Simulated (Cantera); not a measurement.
A perfectly stirred reactor is fed with CH₃OH : O₂ : N₂ = 0.02 : 0.0038 : 1 (molar parts), at 87000 Pa; it is held at 950 K, and followed from long to short residence time.

Computed with Cantera and GRI-Mech 3.0 (53 species, 325 reactions). GRI-Mech 3.0 was tuned for natural gas; its chemistry of methanol as a main component is partial and can be far from experiment.

Question: Predict: x(CH₃OH) at τ = 17.0 s; x(O₂) at τ = 17.0 s; x(H) at τ = 17.0 s; x(CH₃OH) at τ = 56.0 ms; x(O₂) at τ = 56.0 ms.

Answer: 
| Property | Value |
|---|---|
| x(CH₃OH) at τ = 17.0 s | 0.000417 |
| x(O₂) at τ = 17.0 s | 3.36e-5 |
| x(H) at τ = 17.0 s | 8.83e-8 |
| x(CH₃OH) at τ = 56.0 ms | 0.0195 |
| x(O₂) at τ = 56.0 ms | 0.00371 |
